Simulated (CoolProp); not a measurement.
A Linde-Hampson liquefier for nitrogen: isothermal reversible compression at 280 K from 1 atm to 15 MPa, throttling to 1 atm, return gas leaving the recuperator 10 K below the feed. Each further row changes one setting.

Model: reference Helmholtz-energy equation of state, Span 2000, in CoolProp.

```
case                        liquid yield per pass  compression work (kJ/kg of gas)
--------------------------  ---------------------  -------------------------------
as stated                                   0.052                              413
high pressure 30 MPa                        0.086                              474
warm-end temperature 310 K                  0.033                              461
warm-end gap 15 K                           0.039                              413
```
